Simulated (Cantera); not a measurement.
Mixture: CO : H₂ : CH₄ : O₂ : N₂ : H₂O = 1 : 0.35 : 0.38 : 1.59 : 6.54 : 2.8 (molar parts), equivalence ratio 0.90, at 0.300 bar, adiabatic and at constant pressure. Ignition delay is the time to a rise of 400 K.

Model: GRI-Mech 3.0 (53 species, 325 reactions), integrated in Cantera. Below about 1000 K GRI-Mech 3.0 lacks low-temperature oxidation paths. Below about 950 K walls govern HO2 and H2O2 in real vessels.

**Question.** What does this change do: constant volume in place of constant pressure?

**Answer.** 
```csv
quantity,before,after
delay at 875 K,0.580 s,0.495 s
delay at 925 K,98.1 ms,85.6 ms
delay at 975 K,35.0 ms,31.0 ms
delay at 1025 K,17.2 ms,15.3 ms
delay at 1075 K,9.64 ms,8.66 ms
delay at 1125 K,5.81 ms,5.27 ms
apparent activation energy between 1025 and 1125 K,100 kJ/mol,100 kJ/mol
```
